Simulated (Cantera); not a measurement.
# Ignition delay

Mixture: 10.2 % CH₄, 1.73 % H₂, 11.2 % O₂, 76.9 % N₂, equivalence ratio 1.9, at 1.90 bar, adiabatic and at constant volume. Ignition delay is the time to a rise of 400 K.

Computed with Cantera and GRI-Mech 3.0 (53 species, 325 reactions).

```csv
T0 (K),delay (ms)
1150,21.8
1250,8.33
1350,3.11
1450,1.18
1550,0.477
1650,0.212
1750,0.104
```

```json
{
  "apparent activation energy between 1550 and 1750 K": "170 kJ/mol"
}
```
